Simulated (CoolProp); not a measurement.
Saturation properties of R1336mzz(E) (Tc = 130.4 °C, pc = 2.779 MPa, ω = 0.413).

Values from CoolProp's reference Helmholtz-energy equation of state, Akasaka 2023.

| T (°C) | p (MPa) | vapour density (kg/m³) | enthalpy of vaporisation (kJ/kg) |
|---|---|---|---|
| 7.75 | 0.1008 | 7.446 | 153.6 |
| 12.75 | 0.1230 | 8.995 | 151.0 |
| 17.85 | 0.1493 | 10.83 | 148.3 |
| 22.95 | 0.1799 | 12.94 | 145.6 |
| 27.95 | 0.2143 | 15.33 | 142.8 |
| 33.05 | 0.2544 | 18.11 | 139.9 |
| 38.15 | 0.3001 | 21.29 | 137.0 |
| 43.15 | 0.3507 | 24.84 | 134.0 |

It boils at 7.9 °C under 1 atm.
